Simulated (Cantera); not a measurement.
A Cantera script and what it prints.

```python
import numpy as np
import cantera as ct

gas_names = [...]  # 110 gases of nasa_gas.yaml made of C, H, O
cond_names = """
    C(gr) C6H6(L) C7H8(L) C8H18(L),n-octa H2O(s) H2O(L)
""".split()


# ... load() reads the species with a 1 bar reference pressure and builds the phases ...
atoms = {
    'C2H2': {'C': 2, 'H': 2},
    'H2O': {'H': 2, 'O': 1},
    'H2': {'H': 2},
}
top_T = {'C(gr)': 4500}  # K; cautious upper limits of use, not melting points


# ... equilibrate(T, P, feed) seeds the gas with the atoms and calls Mixture.equilibrate('TP', solver="vcs", rtol=1e-11, max_steps=5000) ...
results = []
feed = {'C2H2': 1, 'H2O': 3.1, 'H2': 6}  # mol
T = 2823.15  # K
P = 101325  # Pa
mix = equilibrate(T, P, feed)
results.append((T, P, feed, dict(zip(mix.species_names, mix.species_moles))))
print(gas.report(threshold=0.0001))
for i in range(1, mix.n_phases):
    print(f"{mix.phase(i).name:16s} {mix.phase_moles(i):12.5e} mol")
```

Output:

```
       temperature   2823.2 K
          pressure   1.0132e+05 Pa
           density   0.032258 kg/m^3
  mean mol. weight   7.473 kg/kmol
   phase of matter   gas

                          1 kg             1 kmol
                     ---------------   ---------------
          enthalpy        8.2514e+06        6.1662e+07  J
   internal energy        5.1103e+06        3.8189e+07  J
           entropy             29998        2.2418e+05  J/K
    Gibbs function       -7.6438e+07       -5.7122e+08  J
 heat capacity c_p            4979.6             37212  J/K
 heat capacity c_v            3866.9             28898  J/K

                      mass frac. Y      mole frac. X     chem. pot. / RT
                     ---------------   ---------------   ---------------
                CO           0.58605           0.15636           -35.482
               CO2          0.015758         0.0026757           -56.363
                 H         0.0098261          0.072847             -10.5
                H2           0.18435           0.68334           -21.001
               H2O           0.19791          0.082096           -41.881
                 O        0.00035916        0.00016776           -20.881
                OH         0.0057159         0.0025116           -31.381
     [ +103 minor]        3.9182e-05        9.2438e-06

C(gr)             0.00000e+00 mol
```

Method: chemical equilibrium by Gibbs-energy minimisation in Cantera with the NASA 1993 tables (ideal gas, pure condensed phases).
